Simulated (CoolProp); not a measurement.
Vapour-liquid equilibrium of CH2F2 (R32) (1) + R123 (2) at 0.467 bar; x and y are mole fractions of (1).

Model: multi-fluid Helmholtz-energy mixture model, Tillner-Roth 1997 and Younglove 1994; pair parameters Bell 2016, in CoolProp.

Problem. Give the bubble temperature and the first vapour's composition at x = 0.2, 0.65, 0.95. Is there an azeotrope?

Solution. x = 0.2: 227.7 K, y = 0.955; x = 0.65: 212.2 K, y = 0.991; x = 0.95: 208.2 K, y = 0.998. No azeotrope shows between x = 0.05 and 0.95.

Pair parameters are fitted to limited data, so mixtures are less certain than the pure fluids.
